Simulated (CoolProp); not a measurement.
Vapour pressure (kPa) of diethyl ether: the reference equation beside estimates from Tc = 194.7 °C, pc = 3717 kPa, ω = 0.282. Clausius-Clapeyron is anchored at 25.15 °C with a constant enthalpy of vaporisation of 27.14 kJ/mol.

The numbers come from the reference Helmholtz-energy equation of state, Thol 2014 in CoolProp.

```csv
T (°C),reference,Lee-Kesler,Clausius-Clapeyron,van der Waals,Redlich-Kwong,Soave-Redlich-Kwong,Peng-Robinson
25.15,71.92,70.68,71.92,454.4,140.0,70.93,71.71
34.55,101.7,100.3,100.5,537.6,187.5,100.5,101.0
43.85,139.9,138.5,137.1,629.4,245.2,138.5,138.6
53.25,?,187.6,184.5,732.1,315.7,187.5,187.0
62.55,249.6,248.5,243.4,844.0,398.8,248.3,246.9
71.95,325.1,324.3,317.2,967.7,497.7,324.2,321.5
81.25,415.6,415.1,406.6,1101,611.4,415.5,411.3
90.65,525.2,525.1,515.9,?,743.8,526.4,520.3
100.05,655.0,655.4,646.7,1405,?,658.3,649.9
109.35,805.7,806.4,799.9,1574,1064,811.7,800.9
118.75,982.6,983.8,981.6,1756,1256,992.3,979.0
```

Task: What belongs in the gaps?

Result: 
- 53.25, reference: 189.0
- 90.65, van der Waals: 1247
- 100.05, Redlich-Kwong: 894.9

Absolute difference from the reference over all 11 rows, mean and median: Lee-Kesler 0.5 and 0.2 %, Clausius-Clapeyron 1.5 and 1.8 %, van der Waals 238.6 and 197.7 %, Redlich-Kwong 56.3 and 53.1 %, Soave-Redlich-Kwong 0.7 and 0.7 %, Peng-Robinson 0.8 and 0.9 %.
